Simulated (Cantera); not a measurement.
Input: 1 mol FeS2, 3.4 mol H2, 0.67 mol H2O, held at 85.0 Pa.

These are equilibrium values from Cantera (NASA tables, ideal gas, pure condensed phases), not measurements of a reactor. Candidate condensed phases: Fe, FeO, Fe(OH)2, Fe(OH)3, FeS, FeSO4, FeS2, Fe2O3, Fe2(SO4)3, Fe3O4, H2O, H2SO4, S; 22 gas species. FeS: taken at fixed stoichiometry. Gases not in the tables: S3 to S7. Equilibrium is a limit: real reactors are often held back by kinetics, nucleation or transport.

log p: log10 of the partial pressure in bar; n: condensed amount in mol.

| T (°C) | log p H2 | log p H2S | log p S2 | log p H2O | log p SH | n FeS(s) | n FeS(l) | n Fe(δ) |
|---|---|---|---|---|---|---|---|---|
| 525 | -3.30 | -3.68 | -7.39 | -3.85 | -9.42 | 1.00 | 0 | 0 |
| 625 | -3.30 | -3.68 | -6.10 | -3.85 | -8.23 | 1.00 | 0 | 0 |
| 725 | -3.29 | -3.72 | -5.13 | -3.86 | -7.31 | 1.00 | 0 | 0 |
| 825 | -3.27 | -3.83 | -4.56 | -3.87 | -6.65 | 1.00 | 0 | 0 |
| 925 | -3.24 | [?] | [?] | -3.88 | [?] | 1.00 | 0 | 0 |
| 1025 | -3.22 | -4.26 | -4.17 | -3.89 | -5.89 | 1.00 | 0 | 0 |
| 1125 | -3.21 | [?] | -4.12 | -3.90 | [?] | 1.000 | 0 | 0 |
| 1225 | -3.21 | -4.69 | -4.09 | -3.91 | -5.44 | 0 | 1.000 | 0 |
| 1325 | -3.21 | -4.88 | -4.08 | -3.92 | -5.28 | 0 | 0.995 | 0 |
| 1425 | -3.25 | -4.97 | -3.82 | -4.00 | -5.03 | 0 | 0 | 0.963 |

Task: Fill in the missing entries.

Result: 
- 925, log p H2S: -4.03
- 925, log p S2: -4.29
- 925, log p SH: -6.21
- 1125, log p H2S: -4.48
- 1125, log p SH: -5.64
